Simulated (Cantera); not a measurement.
Feed: 1 mol B, 0.19 mol O₂, 0.44 mol H₂, equilibrated at 0.133 bar.

Equilibrium computed with Cantera from the NASA thermochemical tables; the gas is ideal and each condensed phase is pure. Candidate condensed phases: B, B₂O₃, B₃O₃H₃, H₂O; 23 gas species. Mutual solubility and eutectic melting of coexisting phases are not modelled. Kinetics and transport are ignored.

Over these rows the condensed part is B(s) + B₂O₃(l). Partial pressures as log10 of bar:

```tsv
T (K)	1000/T (1/K)	log p HBO₂	log p H₂
1000	1.0000	-8.86	-0.88
1100	0.9091	-7.65	-0.88
1200	0.8333	-6.65	-0.88
1300	0.7692	-5.81	-0.88
1400	0.7143	?	-0.88
1500	0.6667	-4.49	-0.88
```

Problem. Fit log p(HBO₂) = a + b·(1000/T) to the five rows, give the apparent enthalpy, and predict the row at 1400 K.

Solution. Means: 1000/T = 0.8357, log p = -6.692. Sxy = -0.857411, Sxx = 0.0653711, so b = -13.12 and a = -6.692 − (-13.12)×0.8357 = 4.27.
Apparent enthalpy: −19.145 × (-13.12) = 251 kJ/mol. With the condensed phases at unit activity, 2/3 B₂O₃(l) + 1/2 H₂(g) = HBO₂(g) + 1/3 B(s) links this pressure to the main gases: over the six rows their terms move log p by +0.00 in all, so the slope is close to that reaction's ΔH°. The five rows lie within 0.01 of the line.
Prediction at 1400 K: 4.27 + (-13.12)×0.7143 = -5.10. The computed value is -5.10, 0.00 from the line.
